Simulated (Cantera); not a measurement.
# Equilibrium for silicon epitaxy and polysilicon growth: Si₂Cl₆ + HCl + N₂

Charge: 1 mol Si₂Cl₆, 0.1 mol HCl, 50 mol N₂.

Method: chemical equilibrium by Gibbs-energy minimisation in Cantera with the NASA 1993 tables (ideal gas, pure condensed phases). Candidate condensed phases: NH₄Cl, Si, Si₃N₄; 28 gas species. The feed counts by its element totals alone. N₂ is the only nitrogen source here; it is nearly inert below about 1500 K, so the nitride shown seldom forms there in practice. The tables' values for SiCl₃ are old estimates. Kinetics and transport are ignored.

**Question.** Map the stable condensed phases over T = 1323, 1348, 1373, 1398, 1423, 1448, 1473, 1498, 1523, 1548, 1573, 1598, 1623, 1648 K and P in Pa = 100, 210, 460, 980, 2100, 4500, 9600, 20000, 44000, 94000, 200000.

**Answer.** 
```
T in K \ P in Pa
            100    210    460    980   2100   4500   9600  20000  44000  94000 200000
   1648       A      A      A      A      A      A      A      A      A      B      B
   1623       A      A      A      A      A      A      A      A      A      B      B
   1598       A      A      A      A      A      A      A      A      B      B      B
   1573       A      A      A      A      A      A      A      A      B      B      B
   1548       A      A      A      A      A      A      A      B      B      B      B
   1523       A      A      A      A      A      A      A      B      B      B      B
   1498       A      A      A      A      A      A      B      B      B      B      B
   1473       A      A      A      A      A      A      B      B      B      B      B
   1448       A      A      A      A      A      B      B      B      B      B      B
   1423       A      A      A      A      B      B      B      B      B      B      B
   1398       A      A      A      A      B      B      B      B      B      B      B
   1373       A      A      A      B      B      B      B      B      B      B      B
   1348       A      A      B      B      B      B      B      B      B      B      B
   1323       A      A      B      B      B      B      B      B      B      B      B
```
A: gas only; B: Si₃N₄.
